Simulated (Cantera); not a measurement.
**Catalytic combustion on Pt**

An isothermal plug-flow reactor at 1125 K and 0.310 bar (inlet), inlet velocity 0.71 m/s, active area per volume 2300 1/m; feed 0.499 % CH₄, 9.97 % O₂, 89.5 % N₂, equivalence ratio 0.10.

Computed with Cantera and Deutschmann's 1995 Pt surface mechanism with GRI-Mech 3.0 gas chemistry. Catalytic surfaces can have several steady states; this one follows from the mechanism file's or the stated starting coverage. Mass transfer to the wall is taken as infinitely fast.

```csv
z (m),x CH₄,x O₂,x H₂O,x CO₂,x CO,θ free Pt,θ O*
0.00012,0.00426,0.0983,0.00146,0.000725,4.86e-6,0.416,0.583
0.00021,0.00378,0.0973,0.00242,0.00120,4.31e-6,0.417,0.583
0.00038,0.00301,0.0958,0.00394,0.00197,3.45e-6,0.418,0.582
0.00067,0.00204,0.0939,0.00588,0.00294,2.35e-6,0.419,0.581
0.0012,0.00100,0.0918,0.00796,0.00398,1.15e-6,0.420,0.580
0.0021,0.000296,0.0904,0.00936,0.00468,3.43e-7,0.420,0.579
0.0038,2.95e-5,0.0898,0.00990,0.00495,3.56e-8,0.421,0.579
0.0067,6.05e-7,0.0898,0.00996,0.00498,1.87e-9,0.421,0.579
0.012,5.35e-9,0.0898,0.00996,0.00498,8.89e-10,0.421,0.579
```
x: gas mole fraction; θ: surface coverage.
